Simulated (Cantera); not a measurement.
An isothermal, constant-pressure homogeneous reactor starts with 11.5 % CH₄, 88.5 % N₂, at 1600 K and 760 Torr.

Computed with Cantera and GRI-Mech 3.0 (53 species, 325 reactions). GRI-Mech 3.0 stops at C3 and has no aromatics, soot or wall deposition, so with more carbon than oxygen in the feed, carbon stays in small species such as C2H2 where larger ones or solid carbon would form.

Q: Predict: x(CH₄) at 3.00 s; x(CH₃) at 3.00 s; x(C₂H₂) at 3.00 s; x(H) at 3.00 s; x(C₂H₄) at 3.00 s; x(C₂H₆) at 3.00 s; x(H₂) at 3.00 s.

A: 
```
Property                                              Result
-----------------  -----------------------------------------
x(CH₄) at 3.00 s     0.00432 (gas-phase equilibrium 0.00248)
x(CH₃) at 3.00 s     1.23e-5 (gas-phase equilibrium 7.05e-6)
x(C₂H₂) at 3.00 s      0.0488 (gas-phase equilibrium 0.0183)
x(H) at 3.00 s       2.08e-5 (gas-phase equilibrium 2.11e-5)
x(C₂H₄) at 3.00 s  0.000809 (gas-phase equilibrium 0.000310)
x(C₂H₆) at 3.00 s    5.75e-7 (gas-phase equilibrium 2.00e-7)
x(H₂) at 3.00 s          0.148 (gas-phase equilibrium 0.151)
```
